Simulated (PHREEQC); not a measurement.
Hard or scaling water: an equilibrium model

Make-up at 25 °C: 0.0016 mol CaCl2, 3.1e-06 mol CO2 and 0.19 mol NaCl per kg of water. Closed to the air; pH follows from the charge balance.

Equilibrium calculation in PHREEQC: ion-association model, wateq4f.dat.

Each row changes one thing in this solution. No solid was allowed to form.

| case | pH | CaOH+ (mol/kgw) | SI of Halite (NaCl) | SI of Portlandite (Ca(OH)2) |
|---|---|---|---|---|
| as made | 6.00 | 1.13e-10 | -3.29 | -14.09 |
| NaCl from 0.19 to 1.9 mol/kgw | 5.92 | 8.97e-11 | -1.37 | ? |
| CO2 from 3.1e-06 to 1.55e-06 mol/kgw | 6.19 | 1.75e-10 | -3.29 | ? |
| CaCl2 from 0.0016 to 0.0032 mol/kgw | 6.00 | 2.25e-10 | -3.29 | -13.79 |
| CO2 from 3.1e-06 to 4.65e-06 mol/kgw | 5.89 | 8.85e-11 | -3.29 | -14.30 |
| CO2 left out | 6.97 | 1.06e-9 | -3.29 | -12.14 |

**Question.** Complete the blanks.

**Answer.** 
- NaCl from 0.19 to 1.9 mol/kgw, SI of Portlandite (Ca(OH)2): -14.37
- CO2 from 3.1e-06 to 1.55e-06 mol/kgw, SI of Portlandite (Ca(OH)2): -13.71

The ionic strength passes 0.7 mol/kgw, the rough limit of the ion-association models, in NaCl from 0.19 to 1.9 mol/kgw. Species that the database lacks are ignored.
